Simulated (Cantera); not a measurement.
Feed: 1 mol Al₂O₃, 0.81 mol N₂, equilibrated at 2102 °C and 1.00 bar.

Method: chemical equilibrium by Gibbs-energy minimisation in Cantera with the NASA 1993 tables (ideal gas, pure condensed phases). Candidate condensed phases: Al, AlN, Al₂O₃; 16 gas species. Equilibrium is a limit: real reactors are often held back by kinetics, nucleation or transport.

Problem. What is the equilibrium state?

Solution. 
- x(N₂): 1.000
- x(NO): 7.19e-6
- x(Al): 4.46e-6
- x(O): 1.22e-6
- n(Al₂O₃(l)): 1.000 mol
- gas amount: 0.8100 mol
- log10 activity of Al(l) (absent): -4.37
